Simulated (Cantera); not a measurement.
Input (Python, Cantera):

```python
import numpy as np
import cantera as ct

gas = ct.Solution("gri30.yaml")
gas.TPX = 475, 1000000, {'CH4': 1, 'C2H6': 0.051, 'O2': 1.98, 'N2': 7.45}
inlet = ct.Reservoir(gas, clone=True)
gas.equilibrate("HP")  # start burning
reactor = ct.IdealGasConstPressureReactor(gas, energy="on", clone=False)
exhaust = ct.Reservoir(gas, clone=True)
tau = [0.058, 0.024, 0.0098, 0.004, 0.0017, 0.00068, 0.00028, 0.00011, 4.7e-05, 1.9e-05, 7.9e-06, 3.2e-06][0]
for a, b in ((inlet, reactor), (reactor, exhaust)):
    ct.MassFlowController(a, b, mdot=lambda t: reactor.mass / tau)
net = ct.ReactorNet([reactor])
show = ['CH4', 'C2H6', 'O2', 'H2O2', 'N2O']

rows = []
print(f"{'tau/s':>10s}{'T/K':>9s}" + "".join(f"{s:>11s}" for s in show))
for tau in [0.058, 0.024, 0.0098, 0.004, 0.0017, 0.00068, 0.00028, 0.00011, 4.7e-05, 1.9e-05, 7.9e-06, 3.2e-06]:
    net.initial_time = 0.0
    net.advance(30 * tau)
    before = gas.X
    net.advance(40 * tau)
    drift = np.max(np.abs(gas.X - before) / (gas.X + 1e-9))
    rows.append([gas.T, *gas[show].X, drift])
    print(f"{tau:10.3e}{gas.T:9.1f}" + "".join(f"{x:11.3e}" for x in gas[show].X))
```

Output:

```
     tau/s      T/K        CH4       C2H6         O2       H2O2        N2O
 5.800e-02   2343.7  3.843e-06  6.045e-09  2.617e-04  4.904e-08  8.958e-08
 2.400e-02   2341.7  7.964e-06  1.436e-08  3.451e-04  5.871e-08  9.931e-08
 9.800e-03   2337.5  1.522e-05  3.411e-08  5.152e-04  7.819e-08  1.174e-07
 4.000e-03   2330.2  2.686e-05  7.974e-08  8.342e-04  1.137e-07  1.468e-07
 1.700e-03   2318.9  4.451e-05  1.767e-07  1.363e-03  1.698e-07  1.860e-07
 6.800e-04   2300.4  7.682e-05  4.091e-07  2.303e-03  2.623e-07  2.371e-07
 2.800e-04   2273.9  1.356e-04  9.205e-07  3.765e-03  3.930e-07  2.874e-07
 1.100e-04   2233.6  2.673e-04  2.212e-06  6.233e-03  5.918e-07  3.285e-07
 4.700e-05   2179.4  5.718e-04  5.400e-06  1.011e-02  8.793e-07  3.423e-07
 1.900e-05    475.0  9.541e-02  4.866e-03  1.889e-01  3.780e-20  2.239e-22
 7.900e-06    475.0  9.541e-02  4.866e-03  1.889e-01  2.441e-22  1.446e-24
 3.200e-06    475.0  9.541e-02  4.866e-03  1.889e-01  1.542e-23  9.135e-26
```

Cantera simulation using GRI-Mech 3.0 (53 species, 325 reactions); the numbers are that mechanism's predictions, not measurements.
